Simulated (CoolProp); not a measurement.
Vapour-liquid equilibrium of propane (1) + R245fa (2) at -4.45 °C; x and y are mole fractions of (1).

The numbers come from the multi-fluid Helmholtz-energy mixture model, Lemmon 2009 and Akasaka 2015; pair parameters Bell 2016 in CoolProp.

Give the bubble pressure and the first vapour's composition at x = 0.05, 0.5, 0.8. Is there an azeotrope?

x = 0.05: 134.4 kPa, y = 0.682; x = 0.5: 362.5 kPa, y = 0.896; x = 0.8: 384.9 kPa, y = 0.918. No azeotrope shows between x = 0.05 and 0.95.

Pair parameters are fitted to limited data, so mixtures are less certain than the pure fluids. With so large a gap from Raoult's law the liquid may split in two, which this calculation doesn't test in full.
